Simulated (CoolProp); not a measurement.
Computed with CoolProp (reference Helmholtz-energy equation of state, Thol 2012).

Question: For benzene, give the phase and the speed of sound (m/s), Joule-Thomson coefficient (K/MPa) at 281.15 °C and 0.101 MPa; 309.35 °C and 0.101 MPa; 332.75 °C and 0.101 MPa.

Answer: 
- 281.15 °C and 0.101 MPa: gas; speed of sound 248, Joule-Thomson coefficient 7.41
- 309.35 °C and 0.101 MPa: gas; speed of sound 254, Joule-Thomson coefficient 6.42
- 332.75 °C and 0.101 MPa: gas; speed of sound 260, Joule-Thomson coefficient 5.74
